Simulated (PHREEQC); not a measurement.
1 kg of water holding 0.42 mol/kgw Na2SO4, 0.26 mol/kgw NaCl and 0.11 mol/kgw NaHCO3 is evaporated at 30 °C; the solids stay in contact with the brine. The system is closed to CO2. Solids allowed: Burkeite, Halite, Mirabilite, Nahcolite, Natron, Thenardite, Trona. Others were left out.

The series has 28 steps of water left (kg), from 1 to 0.004983.

All values are PHREEQC results (Pitzer model, pitzer.dat), not measurements.

Task: Which solids form, in which order, and at which step of the series does each first stand?

Result: Nahcolite from water left = 0.1711 kg (pH 7.13); Thenardite from water left = 0.1406 kg (pH 7.13); Halite from water left = 0.04332 kg (pH 7.11).
